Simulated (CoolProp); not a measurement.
Saturated liquid density (kg/m³) of diethyl ether: the reference equation beside estimates from Tc = 467.9 K, pc = 37.17 bar, ω = 0.282.

The numbers come from the reference Helmholtz-energy equation of state, Thol 2014 in CoolProp.

| T (K) | reference | van der Waals | Soave-Redlich-Kwong |
|---|---|---|---|
| 325.9 | 674.4 | 405.5 | [?] |
| 332.6 | 665.9 | 400.4 | 606.2 |
| 339.4 | 657.0 | 395.1 | 597.1 |
| 346.1 | 648.1 | 389.7 | 587.9 |
| 352.8 | 638.9 | 384.2 | 578.2 |
| 359.6 | 629.3 | [?] | 567.9 |
| 366.3 | 619.6 | 372.4 | [?] |
| 373.1 | 609.4 | 366.2 | 546.1 |
| 379.8 | 598.9 | 359.8 | 534.5 |

Q: Fill in the missing entries.

A: 
- 325.9, Soave-Redlich-Kwong: 614.7
- 359.6, van der Waals: 378.3
- 366.3, Soave-Redlich-Kwong: 557.4

Absolute difference from the reference over all 9 rows, mean and median: van der Waals 39.9 and 39.9 %, Soave-Redlich-Kwong 9.6 and 9.5 %.
